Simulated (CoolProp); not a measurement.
Fluoroethane (R161) along the isotherm 450 K: Z from the reference equation and from simpler models built on Tc = 375.2 K, pc = 5.010 MPa, ω = 0.216; each cubic takes its own stable root.

The numbers come from the reference Helmholtz-energy equation of state, Wu 2012 in CoolProp.

```
p (MPa)  phase  reference  Pitzer virial  van der Waals  Redlich-Kwong  Soave-Redlich-Kwong  Peng-Robinson
-------  -----  ---------  -------------  -------------  -------------  -------------------  -------------
0.333      gas     0.9870         0.9878         0.9873         0.9867               0.9879         0.9859
0.667      gas     0.9739         0.9756         0.9744         0.9732               0.9758         0.9716
1          gas     0.9607         0.9634         0.9612         0.9596               0.9635         0.9574
1.33       gas     0.9476         0.9513         0.9479         0.9460               0.9513         0.9433
1.67       gas     0.9340         0.9389         0.9339         0.9319               0.9387         0.9287
2          gas     0.9206         0.9268         0.9201         0.9180               0.9263         0.9145
2.33       gas     0.9072         0.9147         0.9059         0.9040               0.9139         0.9003
2.67       gas     0.8933         0.9023         0.8910         0.8893               0.9011         0.8856
3          gas     0.8797         0.8902         0.8762         0.8750               0.8885         0.8714
3.33       gas     0.8660         0.8781         0.8611         0.8605               0.8759         0.8572
3.67       gas     0.8517         0.8657         0.8450         0.8454               0.8629         0.8425
4          gas     0.8378         0.8536         0.8291         0.8307               0.8502         0.8283
4.33       gas     0.8238         0.8416         0.8127         0.8157               0.8375         0.8142
4.67       gas     0.8093         0.8291         0.7954         0.8002               0.8244         0.7996
5          gas     0.7951         0.8170         0.7780         0.7851               0.8117         0.7856
```
